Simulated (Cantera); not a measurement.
What does this Cantera script print?

```python
import numpy as np
import cantera as ct

gas = ct.Solution("h2o2.yaml")
gas.TPX = 1375, 1333, {'H2': 0.042, 'O2': 1}
reactor = ct.IdealGasConstPressureReactor(gas, energy="off", clone=False)
net = ct.ReactorNet([reactor])
net.rtol, net.atol = 1e-08, 1e-18
show = ['H2', 'O2', 'H2O', 'H2O2', 'OH', 'O', 'HO2']
times = np.geomspace(0.0002, 8, 10)

steps = ct.SolutionArray(gas, extra=["t"])
rows = []
print(f"{'t/s':>10s}{'T/K':>9s}{'P/Pa':>11s}" + "".join(f"{s:>11s}" for s in show))
for t in times:
    while net.time < t:
        t_next = net.step()
        steps.append(gas.state, t=t_next)
    rows.append([np.interp(t, steps.t, y) for y in (steps.T, steps.P, *steps(*show).X.T)])
    print(f"{t:10.3e}{rows[-1][0]:9.1f}{rows[-1][1]:11.4g}" + "".join(f"{x:11.3e}" for x in rows[-1][2:]))
rate = np.gradient(steps.T, steps.t)
print("integrator steps:", len(steps.t))
if steps.T.max() > steps.T[0] + 200:
    print(f"time of steepest temperature rise: {steps.t[rate.argmax()]:.4e} s")
gas.TPX = 1375, 1333, {'H2': 0.042, 'O2': 1}
gas.equilibrate("TP")
print(f"equilibrium (TP): T = {gas.T:.1f} K  " + "  ".join(f"{s} {gas[s].X[0]:.3e}" for s in show))
```

Output:

```
       t/s      T/K       P/Pa         H2         O2        H2O       H2O2         OH          O        HO2
 2.000e-04   1375.0       1333  4.031e-02  9.597e-01  2.317e-07  1.530e-10  2.164e-07  2.605e-07  1.272e-07
 6.492e-04   1375.0       1333  4.026e-02  9.597e-01  3.123e-05  1.476e-09  1.916e-05  2.374e-05  4.319e-07
 2.107e-03   1375.0       1333  1.086e-03  9.256e-01  3.416e-02  6.089e-08  5.474e-03  2.905e-02  1.833e-06
 6.840e-03   1375.0       1333  5.461e-04  9.262e-01  3.565e-02  4.607e-08  4.517e-03  2.927e-02  1.659e-06
 2.220e-02   1375.0       1333  4.719e-04  9.310e-01  3.640e-02  4.498e-08  4.210e-03  2.491e-02  1.578e-06
 7.207e-02   1375.0       1333  3.048e-04  9.412e-01  3.797e-02  4.065e-08  3.401e-03  1.560e-02  1.329e-06
 2.339e-01   1375.0       1333  1.055e-04  9.526e-01  3.974e-02  2.824e-08  2.012e-03  5.225e-03  7.922e-07
 7.593e-01   1375.0       1333  1.852e-05  9.576e-01  4.066e-02  1.246e-08  8.461e-04  9.024e-04  2.634e-07
 2.465e+00   1375.0       1333  2.601e-06  9.586e-01  4.097e-02  3.841e-09  3.176e-04  1.261e-04  6.478e-08
 8.000e+00   1375.0       1333  4.380e-07  9.588e-01  4.107e-02  1.084e-09  1.305e-04  2.123e-05  3.553e-08
integrator steps: 1581
equilibrium (TP): T = 1375.0 K  H2 1.119e-07  O2 9.588e-01  H2O 4.110e-02  H2O2 4.390e-10  OH 6.605e-05  O 5.434e-06  HO2 4.993e-08
```

Model: the H2/O2 subset of GRI-Mech 3.0, which has no nitrogen chemistry, integrated in Cantera. Radical loss at walls, strong at low pressure, is not modelled. The temperature is held fixed by assumption; the heat of reaction is taken as removed at once.
